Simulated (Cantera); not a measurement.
Cantera run, input and output.

```python
import numpy as np
import cantera as ct

gas = ct.Solution("gri30.yaml")
gas.TPX = 1500, 370000, {'CO': 0.015, 'O2': 0.015, 'H2O': 0.0021, 'N2': 1}
reactor = ct.IdealGasConstPressureReactor(gas, energy="off", clone=False)
net = ct.ReactorNet([reactor])
net.rtol, net.atol = 1e-08, 1e-18
show = ['CO', 'O2', 'H2O', 'NO2', 'H2', 'OH']
times = np.geomspace(2e-06, 30, 11)

steps = ct.SolutionArray(gas, extra=["t"])
rows = []
print(f"{'t/s':>10s}{'T/K':>9s}{'P/Pa':>11s}" + "".join(f"{s:>11s}" for s in show))
for t in times:
    while net.time < t:
        t_next = net.step()
        steps.append(gas.state, t=t_next)
    rows.append([np.interp(t, steps.t, y) for y in (steps.T, steps.P, *steps(*show).X.T)])
    print(f"{t:10.3e}{rows[-1][0]:9.1f}{rows[-1][1]:11.4g}" + "".join(f"{x:11.3e}" for x in rows[-1][2:]))
rate = np.gradient(steps.T, steps.t)
print("integrator steps:", len(steps.t))
if steps.T.max() > steps.T[0] + 200:
    print(f"time of steepest temperature rise: {steps.t[rate.argmax()]:.4e} s")
gas.TPX = 1500, 370000, {'CO': 0.015, 'O2': 0.015, 'H2O': 0.0021, 'N2': 1}
gas.equilibrate("TP")
print(f"equilibrium (TP): T = {gas.T:.1f} K  " + "  ".join(f"{s} {gas[s].X[0]:.3e}" for s in show))
```

It prints:

```
       t/s      T/K       P/Pa         CO         O2        H2O        NO2         H2         OH
 2.000e-06   1500.0    3.7e+05  1.453e-02  1.453e-02  2.035e-03  8.682e-24  4.136e-14  7.427e-11
 1.044e-05   1500.0    3.7e+05  1.453e-02  1.453e-02  2.035e-03  2.337e-21  7.546e-12  1.002e-09
 5.448e-05   1500.0    3.7e+05  1.453e-02  1.453e-02  2.035e-03  1.568e-18  1.209e-09  2.136e-08
 2.844e-04   1500.0    3.7e+05  1.445e-02  1.447e-02  2.023e-03  9.343e-13  1.838e-06  1.157e-05
 1.484e-03   1500.0    3.7e+05  2.687e-03  8.517e-03  1.921e-03  1.672e-08  3.492e-05  1.132e-04
 7.746e-03   1500.0    3.7e+05  1.548e-04  7.378e-03  2.030e-03  6.055e-08  2.528e-06  3.104e-05
 4.043e-02   1500.0    3.7e+05  5.616e-06  7.317e-03  2.045e-03  3.785e-08  1.492e-07  8.423e-06
 2.110e-01   1500.0    3.7e+05  5.094e-07  7.316e-03  2.048e-03  1.146e-08  2.590e-08  3.651e-06
 1.101e+00   1500.0    3.7e+05  4.382e-07  7.316e-03  2.048e-03  1.075e-08  2.370e-08  3.498e-06
 5.748e+00   1500.0    3.7e+05  4.382e-07  7.316e-03  2.048e-03  1.090e-08  2.370e-08  3.498e-06
 3.000e+01   1500.0    3.7e+05  4.382e-07  7.316e-03  2.048e-03  1.163e-08  2.370e-08  3.498e-06
integrator steps: 1434
equilibrium (TP): T = 1500.0 K  CO 4.420e-07  O2 7.192e-03  H2O 2.048e-03  NO2 4.813e-07  H2 2.391e-08  OH 3.483e-06
```

Detailed kinetics in Cantera: GRI-Mech 3.0 (53 species, 325 reactions).
